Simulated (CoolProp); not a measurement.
A single-stage vapour-compression cycle with R227EA: evaporating at 242.15 K (dew point), condensing at 292.15 K (bubble point), superheat 10 K, subcooling 2 K, compressor efficiency 0.65, no pressure losses. Each further row changes one setting.

The numbers come from the reference Helmholtz-energy equation of state, Lemmon 2016 in CoolProp.

```json
[
 {"case": "as stated", "cooling COP": "…", "pressure ratio": "7.34", "discharge temperature (K)": "307.2", "refrigerating effect (kJ/kg)": "92.3", "volumetric capacity (kJ/m³)": "395"},
 {"case": "evaporating temperature 247.15 K", "cooling COP": "2.84", "pressure ratio": "…", "discharge temperature (K)": "306.0", "refrigerating effect (kJ/kg)": "…", "volumetric capacity (kJ/m³)": "…"},
 {"case": "condensing temperature 287.15 K", "cooling COP": "…", "pressure ratio": "6.23", "discharge temperature (K)": "302.5", "refrigerating effect (kJ/kg)": "98.0", "volumetric capacity (kJ/m³)": "419"},
 {"case": "subcooling 7 K", "cooling COP": "2.57", "pressure ratio": "7.34", "discharge temperature (K)": "307.2", "refrigerating effect (kJ/kg)": "98.0", "volumetric capacity (kJ/m³)": "419"},
 {"case": "superheat 20 K", "cooling COP": "2.50", "pressure ratio": "7.34", "discharge temperature (K)": "317.7", "refrigerating effect (kJ/kg)": "99.7", "volumetric capacity (kJ/m³)": "…"},
 {"case": "compressor efficiency 0.55", "cooling COP": "…", "pressure ratio": "7.34", "discharge temperature (K)": "…", "refrigerating effect (kJ/kg)": "92.3", "volumetric capacity (kJ/m³)": "395"}
]
```

### Question
Complete the blanks.

### Answer

- as stated, cooling COP: 2.42
- evaporating temperature 247.15 K, pressure ratio: 5.76
- evaporating temperature 247.15 K, refrigerating effect (kJ/kg): 95.6
- evaporating temperature 247.15 K, volumetric capacity (kJ/m³): 514
- condensing temperature 287.15 K, cooling COP: 2.80
- superheat 20 K, volumetric capacity (kJ/m³): 409
- compressor efficiency 0.55, cooling COP: 2.05
- compressor efficiency 0.55, discharge temperature (K): 315.2
